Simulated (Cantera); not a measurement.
Feed: 1 mol FeCl2, 0.72 mol H2O, 0.1 mol N2, held at 180 Pa.

These are equilibrium values from Cantera (NASA tables, ideal gas, pure condensed phases), not measurements of a reactor. Candidate condensed phases: Fe, FeCl2, FeCl3, FeO, Fe(OH)2, Fe(OH)3, Fe2O3, Fe3O4, H2O, NH4Cl; 37 gas species. Mutual solubility and eutectic melting of coexisting phases are not modelled. The tables' stoichiometric FeO is somewhat more stable than real wüstite, so its field is too wide. FeO: taken at fixed stoichiometry. The numbers say what is thermodynamically allowed, not how fast it happens. All values below are at 1175 K.

Base state: HCl 0.564, FeCl2 0.267, H2O 0.109, N2 0.0550, H2 0.00465, Fe2Cl4 0.000114, FeCl3 0.000108, Cl 2.09e-5 (mole fractions); condensed: FeO(s) + Fe3O4(s).

### Question
What changes in the equilibrium state with this change: H2O from 0.72 to 0.29 mol?

### Answer
| species | before | after |
|---|---|---|
| FeCl2 | 0.267 | 0.534 |
| HCl | 0.564 | 0.369 |
| N2 | 0.0550 | 0.0720 |
| H2O | 0.109 | 0.0234 |
| H2 | 0.00465 | 0.000996 |
| Fe2Cl4 | 0.000114 | 0.000457 |
| FeCl3 | 0.000108 | 0.000305 |
| FeO(s), mol | 0.488 | 0.253 |
| Fe3O4(s), mol | 0.00834 | 0.00115 |
